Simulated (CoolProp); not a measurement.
Propane along the isobar 3210 kPa: fugacity coefficient from the reference equation and from simpler models built on Tc = 369.9 K, pc = 4251 kPa, ω = 0.152; each cubic takes its own stable root.

Computed with CoolProp (reference Helmholtz-energy equation of state, Lemmon 2009).

```json
[
 {"T (K)": "261.3", "phase": "liquid", "reference": "0.1038"},
 {"T (K)": "281.1", "phase": "liquid", "reference": "0.1822"},
 {"T (K)": "300.9", "phase": "liquid", "reference": "0.2902"},
 {"T (K)": "320.7", "phase": "liquid", "reference": "0.4270"},
 {"T (K)": "340.6", "phase": "liquid", "reference": "0.5882"},
 {"T (K)": "360.4", "phase": "gas", "reference": "0.7258"},
 {"T (K)": "380.2", "phase": "gas", "reference": "0.7722"},
 {"T (K)": "400", "phase": "gas", "reference": "0.8077"},
 {"T (K)": "419.8", "phase": "gas", "reference": "0.8363"},
 {"T (K)": "439.6", "phase": "gas", "reference": "0.8597"},
 {"T (K)": "459.4", "phase": "gas", "reference": "0.8792"},
 {"T (K)": "479.2", "phase": "gas", "reference": "0.8957"}
]
```

How far does each simpler model (van der Waals, Redlich-Kwong, Soave-Redlich-Kwong, Peng-Robinson) lie from the reference over these 12 states: mean and median of the absolute difference, and the worst?


- van der Waals: mean 33.1 %, median 3.6 %, worst +163.3 % at 261.3 K and 3210 kPa
- Redlich-Kwong: mean 6.3 %, median 0.9 %, worst +23.5 % at 261.3 K and 3210 kPa
- Soave-Redlich-Kwong: mean 0.9 %, median 0.4 %, worst +2.2 % at 300.9 K and 3210 kPa
- Peng-Robinson: mean 1.6 %, median 1.7 %, worst -2.5 % at 380.2 K and 3210 kPa
